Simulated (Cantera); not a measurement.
Si₃N₄ + N₂ (sublimation and decomposition of ceramics)

Input: 1 mol Si₃N₄, 0.018 mol N₂, equilibrated at 1 atm.

Equilibrium computed with Cantera from the NASA thermochemical tables; the gas is ideal and each condensed phase is pure. Candidate condensed phases: Si, Si₃N₄; 7 gas species. The tables' values for SiN are old estimates; treat these amounts as uncertain. The numbers say what is thermodynamically allowed, not how fast it happens.

```csv
T (K),x N₂,x Si,x SiN,x Si₂N,n Si₃N₄(s),n Si(l)
1748,1.00,3.39e-8,1.77e-8,7.12e-10,1.00,0
1823,1.00,2.36e-7,9.84e-8,8.35e-9,1.00,0
1898,1.000,1.41e-6,4.76e-7,8.01e-8,1.00,0
1973,1.000,7.29e-6,2.04e-6,6.43e-7,1.00,0
2048,1.000,3.34e-5,7.83e-6,4.41e-6,1.00,0
2123,1.000,0.000137,2.73e-5,2.63e-5,1.000,0
2198,1.000,0.000357,6.09e-5,6.74e-5,0,3.00
2273,0.999,0.000722,0.000107,0.000111,0,3.00
2348,0.998,0.00139,0.000180,0.000178,0,3.00
2423,0.997,0.00259,0.000295,0.000276,0,2.99
2498,0.994,0.00462,0.000468,0.000416,0,2.99
2573,0.990,0.00796,0.000722,0.000610,0,2.98
```
x: gas mole fraction; n: condensed amount in mol.

From 1748 K to 2123 K the condensed part is Si₃N₄(s). From 2198 K to 2573 K the condensed part is Si(l). The main Si-bearing gas is Si throughout.
